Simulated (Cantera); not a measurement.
An isothermal, constant-pressure homogeneous reactor starts with H2 : O2 : N2 = 1.5 : 1 : 6.5 (molar parts), equivalence ratio 0.75, at 823 K and 0.133 bar. Integrator tolerance rtol = 1e-08.

Cantera simulation using the H2/O2 subset of GRI-Mech 3.0, which has no nitrogen chemistry; the numbers are that mechanism's predictions, not measurements. Radical loss at walls, strong at low pressure, is not modelled. Below about 950 K walls govern HO2 and H2O2 in real vessels. The temperature is held fixed by assumption; the heat of reaction is taken as removed at once.

### Question
What does this change do: 0.42 parts H2O added?

### Answer
```
quantity                                             before                                     after
-----------------  ----------------------------------------  ----------------------------------------
x(H2) at 7.00 s       0.0338 (gas-phase equilibrium <1e-12)     0.0577 (gas-phase equilibrium <1e-12)
x(O2) at 7.00 s       0.0467 (gas-phase equilibrium 0.0303)     0.0568 (gas-phase equilibrium 0.0288)
x(H2O2) at 7.00 s  7.28e-5 (gas-phase equilibrium 2.09e-12)  9.40e-5 (gas-phase equilibrium 2.48e-12)
x(O) at 7.00 s       6.83e-9 (gas-phase equilibrium <1e-12)    4.86e-9 (gas-phase equilibrium <1e-12)
x(H) at 7.00 s       3.75e-8 (gas-phase equilibrium <1e-12)    3.64e-8 (gas-phase equilibrium <1e-12)
x(HO2) at 7.00 s   5.32e-6 (gas-phase equilibrium 5.70e-12)  6.07e-6 (gas-phase equilibrium 6.07e-12)
```
